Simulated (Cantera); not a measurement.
A closed system holds: 1 mol B, a varied amount of H2O, 0.15 mol H2, at 13.0 Pa.

Method: chemical equilibrium by Gibbs-energy minimisation in Cantera with the NASA 1993 tables (ideal gas, pure condensed phases). Candidate condensed phases: B, B2O3, B3O3H3, H2O; 23 gas species. Mutual solubility and eutectic melting of coexisting phases are not modelled. Rates play no part.

Task: What condenses at these points (T in K, n(H2O) in mol): (1700, 0.8); (1200, 5); (900, 0.56); (1700, 1.7); (1400, 5); (1100, 1.7); (1400, 7.3)?

Result: 
```
T (K)  n(H2O) in mol  condensed phases  B condensed (%)
-----  -------------  ----------------  ---------------
1700             0.8                 B             20.7
1200               5              B2O3             69.1
900             0.56          B + B2O3            100.0
1700             1.7          gas only              0.0
1400               5          gas only              0.0
1100             1.7              B2O3             99.1
1400             7.3          gas only              0.0
```
